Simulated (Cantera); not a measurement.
Input: 1 mol TEOS, 0.16 mol CO2, 20 mol N2, at 310 Pa.

These are equilibrium values from Cantera (NASA tables, ideal gas, pure condensed phases), not measurements of a reactor. Candidate condensed phases: C, C6H6, C7H8, C8H18, H2O, Si, SiC, SiO2, Si2N2O, Si3N4; 151 gas species. The feed counts by its element totals alone. Kinetics and transport are ignored. All values below are at 575 °C.

Base state: N2 0.619, H2 0.309, CO 0.0707, H2O 0.000499, CO2 0.000353, CH4 0.000189 (mole fractions); condensed: C(graphite) + SiO2(β-quartz).

### Question
What changes in the equilibrium state with this change: CO2 from 0.16 to 7.9 mol?

### Answer
```
species                before    after
-------------------  --------  -------
N2                      0.619    0.436
CO                     0.0707    0.312
H2                      0.309    0.210
CO2                  0.000353   0.0340
H2O                  0.000499  0.00741
CH4                  0.000189  1.78e-5
C(graphite), mol         5.86        0
SiO2(β-quartz), mol      1.00     1.00
```

### Question
What changes in the equilibrium state with this change: CO2 from 0.16 to 1.1 mol?

### Answer
```
species                before     after
-------------------  --------  --------
N2                      0.619     0.586
H2                      0.309     0.292
CO                     0.0707     0.120
CO2                  0.000353   0.00102
H2O                  0.000499  0.000803
CH4                  0.000189  0.000169
C(graphite), mol         5.86      4.96
SiO2(β-quartz), mol      1.00      1.00
```
